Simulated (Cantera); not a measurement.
Feed: 1 mol SiCl4, 1.2 mol CH4, 200 mol H2, equilibrated at 20.0 mbar.

These are equilibrium values from Cantera (NASA tables, ideal gas, pure condensed phases), not measurements of a reactor. Candidate condensed phases: C, C6H6, C7H8, C8H18, Si, SiC; 109 gas species. The tables' values for SiCl are old estimates; treat these amounts as uncertain. Rates play no part.

x: gas mole fraction; n: condensed amount in mol.

```csv
T (K),x H2,x HCl,x H,x C2H2 (acetylene),x Si,x Cl,x SiCl2,n C(graphite),n SiC(s)
1625,0.980,0.0195,0.000494,3.48e-5,9.32e-8,7.75e-6,1.56e-5,0.183,0.997
1675,0.980,0.0195,0.000813,5.69e-5,2.92e-7,1.26e-5,1.89e-5,0.176,0.996
1725,0.979,0.0195,0.00130,9.02e-5,8.54e-7,2.00e-5,2.25e-5,0.164,0.995
1775,0.978,0.0195,___,___,___,___,___,___,0.994
1825,0.977,0.0194,0.00308,0.000210,6.13e-6,4.67e-5,3.11e-5,0.119,0.992
1875,0.976,0.0194,___,___,___,___,___,___,0.988
1925,0.973,0.0193,0.00667,0.000446,3.58e-5,9.95e-5,4.13e-5,0.0327,0.981
1975,0.970,0.0192,0.00953,0.000560,8.56e-5,0.000141,4.98e-5,0,0.966
2025,0.966,0.0191,0.0134,0.000635,0.000205,0.000196,6.19e-5,0,0.932
```

Question: Some entries are withheld; supply them.

Answer: 
- 1875, x H: 0.00458
- 1875, x C2H2 (acetylene): 0.000309
- 1875, x Si: 1.52e-5
- 1875, x Cl: 6.89e-5
- 1875, x SiCl2: 3.60e-5
- 1875, n C(graphite): 0.0824
- 1775, x H: 0.00202
- 1775, x C2H2 (acetylene): 0.000139
- 1775, x Si: 2.35e-6
- 1775, x Cl: 3.09e-5
- 1775, x SiCl2: 2.66e-5
- 1775, n C(graphite): 0.146
